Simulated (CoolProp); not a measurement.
The fluoroketone C6F12O (FK-5-1-12) along the isotherm 469 K: fugacity coefficient from the reference equation and from simpler models built on Tc = 441.8 K, pc = 1.869 MPa, ω = 0.471; each cubic takes its own stable root.

The numbers come from the reference Helmholtz-energy equation of state, McLinden 2015 in CoolProp.

```json
[
 {"p (MPa)": "0.0591", "phase": "gas", "reference": "0.9912"},
 {"p (MPa)": "0.105", "phase": "gas", "reference": "0.9843"},
 {"p (MPa)": "0.187", "phase": "gas", "reference": "0.9722"},
 {"p (MPa)": "0.332", "phase": "gas", "reference": "0.9510"},
 {"p (MPa)": "0.591", "phase": "gas", "reference": "0.9136"},
 {"p (MPa)": "1.05", "phase": "gas", "reference": "0.8490"},
 {"p (MPa)": "1.87", "phase": "supercritical", "reference": "0.7365"},
 {"p (MPa)": "3.32", "phase": "supercritical", "reference": "0.5474"},
 {"p (MPa)": "5.91", "phase": "supercritical", "reference": "0.3864"},
 {"p (MPa)": "10.5", "phase": "supercritical", "reference": "0.3060"},
 {"p (MPa)": "18.7", "phase": "supercritical", "reference": "0.2973"}
]
```

Question: How far does each simpler model (Soave-Redlich-Kwong, Peng-Robinson) lie from the reference over these 11 states: mean and median of the absolute difference, and the worst?

Answer: 
- Soave-Redlich-Kwong: mean 3.3 %, median 0.4 %, worst +13.5 % at 469 K and 18.7 MPa
- Peng-Robinson: mean 1.1 %, median 0.8 %, worst -3.7 % at 469 K and 18.7 MPa
